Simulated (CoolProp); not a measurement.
Methanol along the isotherm 518.7 K: fugacity coefficient from the reference equation and from simpler models built on Tc = 513.4 K, pc = 8216 kPa, ω = 0.565; each cubic takes its own stable root.

Computed with CoolProp (reference Helmholtz-energy equation of state, de Reuck 1993).

```
p (kPa)          phase   reference  van der Waals  Redlich-Kwong  Soave-Redlich-Kwong  Peng-Robinson
-------  -------------  ----------  -------------  -------------  -------------------  -------------
4110               gas  (withheld)         0.8562         0.8390               0.8407         0.8254
8220     supercritical      0.6748         0.7051         0.6784               0.6828         0.6595
12300    supercritical      0.4948         0.5409         0.5126               0.5202     (withheld)
16400    supercritical      0.3952     (withheld)         0.4219               0.4287         0.4060
20500    supercritical      0.3353         0.4029         0.3676               0.3739     (withheld)
24600    supercritical      0.2955         0.3711         0.3321           (withheld)         0.3149
28800    supercritical      0.2669         0.3501         0.3071               0.3128         0.2890
32900    supercritical  (withheld)         0.3368         0.2898               0.2953         0.2707
37000    supercritical      0.2308         0.3284         0.2772               0.2825         0.2572
41100    supercritical      0.2186         0.3237         0.2680               0.2732         0.2469
```

Task: Fill in the missing entries.

Result: 
- 4110, reference: 0.8441
- 12300, Peng-Robinson: 0.4971
- 16400, van der Waals: 0.4537
- 20500, Peng-Robinson: 0.3511
- 24600, Soave-Redlich-Kwong: 0.3380
- 32900, reference: 0.2464
